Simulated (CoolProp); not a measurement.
Vapour-liquid equilibrium of acetone (1) + n-heptane (2) at 964 kPa; x and y are mole fractions of (1).

Values from CoolProp's multi-fluid Helmholtz-energy mixture model, Lemmon 2006 and Span 2003; pair parameters Bell 2016.

| x | bubble temperature, mixture model (K) | bubble temperature, Raoult's law (K) | y, mixture model | y, Raoult's law |
|---|---|---|---|---|
| 0.05 | 462.5 | 467.1 | 0.159 | 0.130 |
| 0.15 | 447.4 | 458.3 | 0.386 | 0.336 |
| 0.25 | 437.2 | 450.6 | 0.527 | 0.492 |
| 0.35 | 430.3 | 444.0 | 0.618 | 0.613 |
| 0.45 | 425.5 | 438.1 | 0.683 | 0.708 |
| 0.55 | 422.0 | 432.9 | 0.735 | 0.786 |
| 0.65 | 419.3 | 428.2 | 0.782 | 0.849 |
| 0.75 | 417.3 | 423.9 | 0.829 | 0.902 |
| 0.85 | 415.7 | 420.0 | 0.884 | 0.946 |
| 0.95 | 414.8 | 416.4 | 0.954 | 0.983 |

The largest gap from Raoult's law is -13.7 K in bubble temperature, at x = 0.35. No azeotrope shows between x = 0.05 and 0.95.

Pair parameters are fitted to limited data, so mixtures are less certain than the pure fluids.
